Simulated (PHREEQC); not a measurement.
Acid rinse or clean

A solution holds 44 mmol/kgw HCl, 0.72 mmol/kgw AlCl3 and 1.9 mmol/kgw CuCl2, at 25 °C. Closed to the air; pH follows from the charge balance.

The numbers come from PHREEQC with the ion-association model, wateq4f.dat.

This is a speciation only: nothing precipitates in the calculation.

Predict the pH.

pH 1.43.

In which forms is Cu present?

Cu+2 94 %, CuCl+ 5.9 % of the Cu.

Species that the database lacks are ignored.
